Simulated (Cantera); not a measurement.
An adiabatic, constant-volume homogeneous reactor starts with 41.6 % H₂, 12.2 % O₂, 46.2 % N₂, at 1673 K and 0.296 atm.

Detailed kinetics in Cantera: the H2/O2 subset of GRI-Mech 3.0, which has no nitrogen chemistry.

x: mole fraction; the columns are a selection and need not sum to one.

```
t (s)     T (K)  P (bar)   x H₂     x O₂   x H₂O₂      x H      x O    x HO₂
--------  -----  -------  -----  -------  -------  -------  -------  -------
2.00e-6    1673    0.300  0.416    0.122  1.65e-8  1.71e-6  1.39e-7  1.23e-6
7.19e-6    1673    0.300  0.416    0.122  1.38e-7  2.84e-5  2.59e-6  4.26e-6
2.58e-5    1747    0.313  0.283   0.0703  2.02e-7   0.0802  0.00746  8.76e-6
9.28e-5       ?    0.378      ?        ?        ?        ?        ?  1.48e-6
0.000334   2693    0.456  0.170  0.00447  8.28e-8   0.0855  0.00875  1.50e-6
0.00120    2892    0.483  0.176  0.00321  1.29e-7   0.0682  0.00633  1.87e-6
0.00431    2892    0.483  0.176  0.00321  1.29e-7   0.0681  0.00633  1.87e-6
0.0155     2892    0.483  0.176  0.00321  1.29e-7   0.0681  0.00633  1.87e-6
0.0557     2892    0.483  0.176  0.00321  1.29e-7   0.0681  0.00633  1.87e-6
0.200      2892    0.483  0.176  0.00321  1.29e-7   0.0681  0.00633  1.87e-6
```

What belongs in the gaps?


- 9.28e-5, T (K): 2157
- 9.28e-5, x H₂: 0.150
- 9.28e-5, x O₂: 0.00818
- 9.28e-5, x H₂O₂: 1.29e-7
- 9.28e-5, x H: 0.136
- 9.28e-5, x O: 0.0148
